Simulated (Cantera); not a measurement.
# NO annealing gas

An isothermal, constant-pressure homogeneous reactor starts with 69.4 % NO, 30.6 % N2, at 1725 K and 13300 Pa.

Model: GRI-Mech 3.0 (53 species, 325 reactions), integrated in Cantera.

| t (s) | x NO | x N2 | x O | x NO2 | x N2O | x O2 |
|---|---|---|---|---|---|---|
| 2.00e-6 | 0.694 | 0.306 | 1.47e-8 | 2.62e-11 | 1.48e-8 | <1e-12 |
| 7.46e-6 | 0.694 | 0.306 | 5.47e-8 | 3.60e-10 | 5.50e-8 | 6.24e-12 |
| 2.78e-5 | 0.694 | 0.306 | 2.00e-7 | 4.87e-9 | 2.05e-7 | 8.47e-11 |
| 0.000104 | 0.694 | 0.306 | 7.01e-7 | 6.45e-8 | 7.63e-7 | 1.13e-9 |
| 0.000386 | 0.694 | 0.306 | 2.11e-6 | 7.62e-7 | 2.83e-6 | 1.42e-8 |
| 0.00144 | 0.694 | 0.306 | 4.36e-6 | 6.44e-6 | 1.03e-5 | 1.77e-7 |
| 0.00537 | 0.694 | 0.306 | 7.32e-6 | 3.23e-5 | 3.56e-5 | 2.78e-6 |
| 0.0200 | 0.694 | 0.306 | 1.28e-5 | 9.15e-5 | 0.000101 | 4.98e-5 |
| 0.0746 | 0.693 | 0.306 | 1.57e-5 | 0.000119 | 0.000173 | 0.000421 |
| 0.278 | 0.690 | 0.308 | 1.73e-5 | 0.000134 | 0.000179 | 0.00198 |
| 1.04 | 0.679 | 0.313 | 2.14e-5 | 0.000173 | 0.000172 | 0.00775 |
| 3.86 | 0.637 | 0.334 | 3.16e-5 | 0.000261 | 0.000148 | 0.0282 |
| 14.4 | 0.513 | 0.396 | 5.08e-5 | 0.000361 | 9.23e-5 | 0.0903 |
| 53.7 | 0.271 | 0.517 | 7.47e-5 | 0.000291 | 2.45e-5 | 0.212 |
| 200 | 0.0647 | 0.620 | 9.00e-5 | 8.52e-5 | 1.42e-6 | 0.315 |
x: mole fraction; the columns are a selection and need not sum to one.

Equilibrium at this temperature and pressure: NO 0.00373, N2 0.651, O 9.40e-5, NO2 5.15e-6, N2O 7.20e-8, O2 0.345 (gas phase only).
